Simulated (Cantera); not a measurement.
Cantera run:

```python
import numpy as np
import cantera as ct

gas_names = """
    Br Br2 H HBr H2 Si SiBr SiBr2 SiBr3 SiBr4 SiH SiHBr3 SiH2 SiH2Br2 SiH3 SiH3Br SiH4 Si2 Si3
""".split()
cond_names = """
    Br2(cr) Br2(L) Si(cr) Si(L)
""".split()


def load(file, names, dense=False):
    # The tables refer to 1 bar. Condensed volumes are neglected.
    table = {s.name: s for s in ct.Species.list_from_file(file)}
    out = []
    for n in names:
        d = dict(table[n].input_data)
        d["thermo"] = dict(d["thermo"], **{"reference-pressure": 1e5})
        if dense:
            d["equation-of-state"] = {"model": "constant-volume", "density": "1e6 g/cm^3"}
        out.append(ct.Species.from_dict(d))
    return out


gas = ct.Solution(thermo="ideal-gas", species=load("nasa_gas.yaml", gas_names))
cond = {s.name: ct.Solution(thermo="fixed-stoichiometry", species=[s], name=s.name)
        for s in load("nasa_condensed.yaml", cond_names, dense=True)}
atoms = {
    'Si': {'Si': 1},
    'Br2': {'Br': 2},
    'H2': {'H': 2},
}
top_T = {}  # K; cautious upper limits of use, not melting points


def equilibrate(T, P, feed):
    n = {}
    for name, mol in feed.items():
        for a, k in atoms[name].items():
            n[a] = n.get(a, 0.0) + k * mol
    gas.TPX = T, P, n
    mass = sum(n.values()) * gas.mean_molecular_weight
    gas.equilibrate("TP")
    valid = [c for c in cond.values() if c.min_temp <= T <= top_T.get(c.name, c.max_temp)]
    mix = ct.Mixture([(gas, mass / gas.mean_molecular_weight)] + [(c, 0.0) for c in valid])
    mix.T, mix.P = T, P
    mix.equilibrate("TP", solver="vcs", rtol=1e-11, max_steps=5000)
    return mix


results = []
feed = {'Si': 1, 'Br2': 8.9, 'H2': 7.7}  # mol
T = 675  # K
P = 10000  # Pa
mix = equilibrate(T, P, feed)
results.append((T, P, feed, dict(zip(mix.species_names, mix.species_moles))))
print(gas.report(threshold=1e-06))
for i in range(1, mix.n_phases):
    print(f"{mix.phase(i).name:16s} {mix.phase_moles(i):12.5e} mol")
```

It prints:

```
       temperature   675 K
          pressure   10000 Pa
           density   0.16743 kg/m^3
  mean mol. weight   93.968 kg/kmol
   phase of matter   gas

                          1 kg             1 kmol
                     ---------------   ---------------
          enthalpy       -4.8939e+05       -4.5987e+07  J
   internal energy       -5.4911e+05       -5.1599e+07  J
           entropy            2739.5        2.5743e+05  J/K
    Gibbs function       -2.3386e+06       -2.1975e+08  J
 heat capacity c_p            372.93             35043  J/K
 heat capacity c_v            284.44             26729  J/K

                      mass frac. Y      mole frac. X     chem. pot. / RT
                     ---------------   ---------------   ---------------
               HBr           0.76171           0.88462           -33.729
                H2         0.0011002          0.051282           -21.899
             SiBr4           0.23719          0.064102           -127.85
     [  +16 minor]        7.6237e-07        2.7736e-07

Br2(L)            0.00000e+00 mol
Si(cr)            0.00000e+00 mol
```

Cantera equilibrium calculation (NASA polynomials, part measured and part estimated; ideal gas, pure solids and liquids).
